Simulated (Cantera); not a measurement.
Feed: 1 mol CuO, 0.57 mol C, 0.71 mol CO, held at 1548 K and 150 Torr.

Cantera equilibrium calculation (NASA polynomials, part measured and part estimated; ideal gas, pure solids and liquids). Candidate condensed phases: C, Cu, CuO, Cu2O; 15 gas species. The numbers say what is thermodynamically allowed, not how fast it happens.

Q: What is the equilibrium state?

A: 
| Item | Value |
|---|---|
| x(CO) | 0.664 |
| x(CO2) | 0.336 |
| x(Cu) | 8.99e-5 |
| n(Cu(l)) | 1.000 mol |
| gas amount | 1.280 mol |
| log10 activity of C(graphite) (absent) | -3.94 |
